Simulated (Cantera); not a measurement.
What does this Cantera script print?

```python
import numpy as np
import cantera as ct

gas = ct.Solution("h2o2.yaml")
gas.TPX = 1275, 3400, {'H2': 0.0091, 'O2': 1}
reactor = ct.IdealGasConstPressureReactor(gas, energy="off", clone=False)
net = ct.ReactorNet([reactor])
net.rtol, net.atol = 1e-08, 1e-18
show = ['H2', 'O2', 'O', 'H', 'H2O2', 'OH', 'HO2']
times = np.geomspace(0.0003, 200, 12)

steps = ct.SolutionArray(gas, extra=["t"])
rows = []
print(f"{'t/s':>10s}{'T/K':>9s}{'P/Pa':>11s}" + "".join(f"{s:>11s}" for s in show))
for t in times:
    while net.time < t:
        t_next = net.step()
        steps.append(gas.state, t=t_next)
    rows.append([np.interp(t, steps.t, y) for y in (steps.T, steps.P, *steps(*show).X.T)])
    print(f"{t:10.3e}{rows[-1][0]:9.1f}{rows[-1][1]:11.4g}" + "".join(f"{x:11.3e}" for x in rows[-1][2:]))
rate = np.gradient(steps.T, steps.t)
print("integrator steps:", len(steps.t))
if steps.T.max() > steps.T[0] + 200:
    print(f"time of steepest temperature rise: {steps.t[rate.argmax()]:.4e} s")
gas.TPX = 1275, 3400, {'H2': 0.0091, 'O2': 1}
gas.equilibrate("TP")
print(f"equilibrium (TP): T = {gas.T:.1f} K  " + "  ".join(f"{s} {gas[s].X[0]:.3e}" for s in show))
```

Output:

```
       t/s      T/K       P/Pa         H2         O2          O          H       H2O2         OH        HO2
 3.000e-04   1275.0       3400  9.018e-03  9.910e-01  5.654e-08  6.293e-09  1.189e-11  4.494e-08  2.407e-08
 1.015e-03   1275.0       3400  9.013e-03  9.910e-01  3.495e-06  3.236e-07  1.317e-10  2.630e-06  9.747e-08
 3.436e-03   1275.0       3400  3.133e-04  9.831e-01  7.050e-03  4.169e-04  7.536e-08  1.337e-03  2.082e-06
 1.163e-02   1275.0       3400  2.867e-05  9.840e-01  6.413e-03  2.219e-04  3.425e-08  8.041e-04  1.398e-06
 3.935e-02   1275.0       3400  1.725e-05  9.868e-01  3.804e-03  1.020e-04  3.065e-08  6.250e-04  1.083e-06
 1.332e-01   1275.0       3400  5.473e-06  9.896e-01  1.190e-03  1.799e-05  2.113e-08  3.534e-04  5.736e-07
 4.506e-01   1275.0       3400  9.145e-07  9.907e-01  1.982e-04  1.232e-06  8.617e-09  1.454e-04  1.804e-07
 1.525e+00   1275.0       3400  1.226e-07  9.909e-01  2.670e-05  6.115e-08  2.085e-09  5.361e-05  3.936e-08
 5.160e+00   1275.0       3400  1.923e-08  9.909e-01  4.213e-06  3.841e-09  4.302e-10  2.133e-05  1.163e-08
 1.746e+01   1275.0       3400  4.475e-09  9.909e-01  9.873e-07  4.364e-10  1.151e-10  1.033e-05  1.063e-08
 5.910e+01   1275.0       3400  2.760e-09  9.909e-01  6.108e-07  2.128e-10  7.542e-11  8.122e-06  1.214e-08
 2.000e+02   1275.0       3400  2.741e-09  9.909e-01  6.068e-07  2.107e-10  7.499e-11  8.095e-06  1.217e-08
integrator steps: 1825
equilibrium (TP): T = 1275.0 K  H2 2.741e-09  O2 9.909e-01  O 6.068e-07  H 2.107e-10  H2O2 7.499e-11  OH 8.095e-06  HO2 1.217e-08
```

Cantera simulation using the H2/O2 subset of GRI-Mech 3.0, which has no nitrogen chemistry; the numbers are that mechanism's predictions, not measurements. Radical loss at walls, strong at low pressure, is not modelled.
